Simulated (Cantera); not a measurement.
Input: 1 mol B2H6, 33 mol N2, equilibrated at 4.65 Torr.

These are equilibrium values from Cantera (NASA tables, ideal gas, pure condensed phases), not measurements of a reactor. Candidate condensed phases: B, BN; 15 gas species. The feed counts by its element totals alone. Rates play no part. All values below are at 1477 °C.

Base state: N2 0.914, H2 0.0852, H 0.000862 (mole fractions); condensed: BN(s).

Q: What changes in the equilibrium state with this change: B2H6 replaced by B?

A: 
```tsv
species	before	after
N2	0.914	1.00
H2	0.0852	0
H	0.000862	0
BN(s), mol	2.00	1.00
```
